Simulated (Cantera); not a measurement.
Feed: 1 mol TiO2, 8.2 mol Cl2, held at 1475 K and 10.0 mbar.

Cantera equilibrium calculation (NASA polynomials, part measured and part estimated; ideal gas, pure solids and liquids). Candidate condensed phases: Ti, TiCl2, TiCl3, TiCl4, TiO, TiO2, Ti2O3, Ti3O5, Ti4O7; 15 gas species. The numbers say what is thermodynamically allowed, not how fast it happens.

Base state: Cl2 0.594, Cl 0.379, TiCl4 0.0132, O2 0.0132, ClO 0.000111, TiOCl2 1.08e-5 (mole fractions); condensed: TiO2(rutile).

What changes in the equilibrium state with this change: TiO2 replaced by B2O3?


```
species             before     after
-----------------  -------  --------
Cl2                  0.594     0.603
Cl                   0.379     0.382
BOCl                     0   0.00662
TiCl4               0.0132         0
O2                  0.0132   0.00390
BCl3                     0   0.00228
B2O3                     0   0.00129
B3O3Cl3                  0  0.000779
BO2                      0   5.54e-5
TiOCl2             1.08e-5         0
TiO2(rutile), mol    0.866         0
B2O3(l), mol             0     0.929
```
The tables' values for BOCl are old estimates; treat these amounts as uncertain. Further candidate phases: B, B2O3.
